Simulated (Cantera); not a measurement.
Feed: 1 mol Si3N4, 2 mol Cl2, 28 mol HF, equilibrated at 1202 °C and 0.180 bar.

Equilibrium computed with Cantera from the NASA thermochemical tables; the gas is ideal and each condensed phase is pure. Candidate condensed phases: NH4Cl, Si, Si3N4; 49 gas species. The tables' values for SiF3 are old estimates; treat these amounts as uncertain. Equilibrium is a limit: real reactors are often held back by kinetics, nucleation or transport.

Base state: HF 0.552, HCl 0.138, H2 0.138, SiF4 0.103, N2 0.0690, SiF3 3.78e-5, H 1.14e-5, SiHF3 1.06e-5 (mole fractions); condensed: gas only.

Task: What changes in the equilibrium state with this change: Cl2 from 2 to 0.57 mol?

Result: 
```
species   before    after
-------  -------  -------
HF         0.552    0.580
H2         0.138    0.197
SiF4       0.103    0.109
HCl        0.138   0.0413
N2        0.0690   0.0725
SiHF3    1.06e-5  1.51e-5
H        1.14e-5  1.36e-5
SiF3     3.78e-5  4.51e-5
```

Task: What changes in the equilibrium state with this change: temperature from 1202 °C to 1800 °C?

Result: 
```
species   before     after
-------  -------  --------
HF         0.552     0.559
HCl        0.138     0.135
H2         0.138     0.131
SiF4       0.103    0.0913
SiF3     3.78e-5    0.0108
N2        0.0690    0.0684
SiF2     8.21e-9  0.000353
H        1.14e-5   0.00224
Cl       9.20e-6   0.00171
SiHF3    1.06e-5  0.000203
```
The tables' values for SiF3, SiF2 are old estimates; treat these amounts as uncertain.

Task: What changes in the equilibrium state with this change: Si3N4 replaced by BN?

Result: 
```json
[
 {"species": "HF", "before": "0.552", "after": "0.828"},
 {"species": "HCl", "before": "0.138", "after": "0.0994"},
 {"species": "BF3", "before": "0", "after": "0.0331"},
 {"species": "H2", "before": "0.138", "after": "4.25e-8"},
 {"species": "SiF4", "before": "0.103", "after": "0"},
 {"species": "Cl2", "before": "6.28e-9", "after": "0.0106"},
 {"species": "Cl", "before": "9.20e-6", "after": "0.0119"},
 {"species": "N2", "before": "0.0690", "after": "0.0166"},
 {"species": "SiF3", "before": "3.78e-5", "after": "0"},
 {"species": "SiHF3", "before": "1.06e-5", "after": "0"},
 {"species": "H", "before": "1.14e-5", "after": "6.30e-9"}
]
```
Further candidate phases: B, BN.
